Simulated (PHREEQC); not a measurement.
Make-up at 25 °C: 0.04 mol MnCl2 per kg of water. Closed to the air; pH follows from the charge balance.

The numbers come from PHREEQC with the ion-association model, wateq4f.dat.

No solid was allowed to form.

### Question
What pH, ionic strength does the model give?

### Answer
pH 6.21; ionic strength 0.111 mol/kgw.

### Question
In which forms is Cl present?

### Answer
Cl- 95 %, MnCl+ 5.2 % of the Cl.

Species that the database lacks are ignored.
